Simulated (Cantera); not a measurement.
## Equilibrium for titanium nitride, carbide and oxide coatings: TiCl₄ + CH₄ + H₂

Feed: 1 mol TiCl₄, 9.7 mol CH₄, 120 mol H₂, equilibrated at 0.000140 bar.

Equilibrium computed with Cantera from the NASA thermochemical tables; the gas is ideal and each condensed phase is pure. Candidate condensed phases: C, C₆H₆, C₇H₈, C₈H₁₈, Ti, TiC, TiCl₂, TiCl₃, TiCl₄; 96 gas species. TiC: taken at fixed stoichiometry. Equilibrium is a limit: real reactors are often held back by kinetics, nucleation or transport.

From 1252 °C to 1927 °C the condensed part is C(graphite) + TiC(s).

```json
[
 {"T (°C)": "1252", "x H₂": "0.970", "x H": "0.00197", "x HCl": "0.0282", "x Cl": "4.59e-5", "x C₂H₂ (acetylene)": "1.17e-5", "x Ti": "3.02e-11", "x C₂H": "5.22e-11", "n C(graphite)": "8.70", "n TiC(s)": "1.000"},
 {"T (°C)": "1327", "x H₂": "0.967", "x H": "0.00452", "x HCl": "0.0281", "x Cl": "0.000104", "x C₂H₂ (acetylene)": "2.66e-5", "x Ti": "3.31e-10", "x C₂H": "4.18e-10", "n C(graphite)": "8.69", "n TiC(s)": "1.000"},
 {"T (°C)": "1402", "x H₂": "0.962", "x H": "0.00963", "x HCl": "0.0279", "x Cl": "0.000218", "x C₂H₂ (acetylene)": "5.59e-5", "x Ti": "2.93e-9", "x C₂H": "2.77e-9", "n C(graphite)": "8.68", "n TiC(s)": "1.000"},
 {"T (°C)": "1477", "x H₂": "0.953", "x H": "0.0192", "x HCl": "0.0276", "x Cl": "0.000428", "x C₂H₂ (acetylene)": "0.000109", "x Ti": "2.14e-8", "x C₂H": "1.55e-8", "n C(graphite)": "8.67", "n TiC(s)": "1.000"},
 {"T (°C)": "1552", "x H₂": "0.936", "x H": "0.0360", "x HCl": "0.0270", "x Cl": "0.000791", "x C₂H₂ (acetylene)": "0.000201", "x Ti": "1.32e-7", "x C₂H": "7.52e-8", "n C(graphite)": "8.64", "n TiC(s)": "1.000"},
 {"T (°C)": "1627", "x H₂": "0.908", "x H": "0.0639", "x HCl": "0.0260", "x Cl": "0.00138", "x C₂H₂ (acetylene)": "0.000347", "x Ti": "7.09e-7", "x C₂H": "3.19e-7", "n C(graphite)": "8.60", "n TiC(s)": "1.000"},
 {"T (°C)": "1702", "x H₂": "0.865", "x H": "0.108", "x HCl": "0.0245", "x Cl": "0.00227", "x C₂H₂ (acetylene)": "0.000562", "x Ti": "3.34e-6", "x C₂H": "1.20e-6", "n C(graphite)": "8.53", "n TiC(s)": "0.999"},
 {"T (°C)": "1777", "x H₂": "0.802", "x H": "0.172", "x HCl": "0.0223", "x Cl": "0.00353", "x C₂H₂ (acetylene)": "0.000851", "x Ti": "1.40e-5", "x C₂H": "4.03e-6", "n C(graphite)": "8.44", "n TiC(s)": "0.996"},
 {"T (°C)": "1852", "x H₂": "0.715", "x H": "0.259", "x HCl": "0.0194", "x Cl": "0.00516", "x C₂H₂ (acetylene)": "0.00120", "x Ti": "5.30e-5", "x C₂H": "1.21e-5", "n C(graphite)": "8.31", "n TiC(s)": "0.988"},
 {"T (°C)": "1927", "x H₂": "0.605", "x H": "0.370", "x HCl": "0.0158", "x Cl": "0.00706", "x C₂H₂ (acetylene)": "0.00155", "x Ti": "0.000183", "x C₂H": "3.29e-5", "n C(graphite)": "8.17", "n TiC(s)": "0.962"}
]
```
x: gas mole fraction; n: condensed amount in mol.
